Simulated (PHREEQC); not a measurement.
Solution (25 °C): 0.2 mol MnSO4, 0.016 mol NiCl2 and 0.045 mol KHCO3 per kg of water. Closed to the air; pH follows from the charge balance.

The numbers come from PHREEQC with the ion-association model, wateq4f.dat.

Q: The ionic strength comes out as 0.456 mol/kgw. What activity coefficients do SO4-2, NiCl+, MnHCO3+, K+, KSO4- get?

A: SO4-2 0.21, NiCl+ 0.73, MnHCO3+ 0.69, K+ 0.65, KSO4- 0.70.

Precipitation was switched off in this run. Examples of supersaturated solids here: Rhodochrosite. Others may be too. The database's nickel carbonate constants are estimates that later reviews lower a good deal.
